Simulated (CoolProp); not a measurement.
Saturation properties of n-undecane (Tc = 365.7 °C, pc = 1.990 MPa, ω = 0.539).

Model: reference Helmholtz-energy equation of state, Aleksandrov 2011, in CoolProp. It is a short technical equation, of lower accuracy than the large ones.

```
T (°C)     p (MPa)  liquid density (kg/m³)  liquid cp (kJ/(kg K))
------  ----------  ----------------------  ---------------------
225.05      0.1974                   571.5             (withheld)
241.05  (withheld)                   555.2                  3.083
257.05      0.3713                   537.7                  3.161
273.05      0.4936                   518.8                  3.245
289.05      0.6451                   498.1                  3.342
305.05      0.8308                   474.9             (withheld)
320.95       1.055                   448.1                  3.623
336.95       1.329              (withheld)             (withheld)
```

Task: Fill in the missing entries.

Result: 
- 225.05, liquid cp (kJ/(kg K)): 3.010
- 241.05, p (MPa): 0.2738
- 305.05, liquid cp (kJ/(kg K)): 3.460
- 336.95, liquid density (kg/m³): 414.9
- 336.95, liquid cp (kJ/(kg K)): 3.910

It boils at 195.8 °C under 1 atm.
